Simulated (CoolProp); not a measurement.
Model: reference Helmholtz-energy equation of state, Thol 2014, in CoolProp.

Q: For chloromethane (R40), give the phase and the cp (kJ/(kg K)), Joule-Thomson coefficient (K/MPa), fugacity coefficient at -7.55 °C and 3.33 MPa.

A: 
- -7.55 °C and 3.33 MPa: liquid; cp 1.57, Joule-Thomson coefficient -0.336, fugacity coefficient 0.0604
